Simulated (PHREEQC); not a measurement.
Solution (35 °C): 0.065 mol Na2HAsO4, 0.0004 mol NaOH and 0.00035 mol NaCl per kg of water. Closed to the air; pH follows from the charge balance.

Equilibrium calculation in PHREEQC: ion-association model, wateq4f.dat.

This is a speciation only: nothing precipitates in the calculation.

Question: Predict the pH, ionic strength.

Answer: pH 8.98; ionic strength 0.197 mol/kgw.

Question: In which forms is As present?

Answer: HAsO4-2 98 %, AsO4-3 1.2 %, H2AsO4- 0.6 % of the As.
